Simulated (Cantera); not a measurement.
Charge: 1 mol C2H6, a varied amount of CO2, 0.94 mol O2, equilibrated at 2475 °C and 13.3 mbar.

Cantera equilibrium calculation (NASA polynomials, part measured and part estimated; ideal gas, pure solids and liquids). Candidate condensed phases: C, C6H6, C7H8, C8H18, H2O; 110 gas species. The numbers say what is thermodynamically allowed, not how fast it happens.

Task: At 5.5 mol CO2, list the 6 most abundant gas species with their mole fractions, and the condensed phases.

Result: CO 0.460, H 0.136, CO2 0.0948, O 0.0828, H2O 0.0751, H2 0.0533. Condensed: gas only.
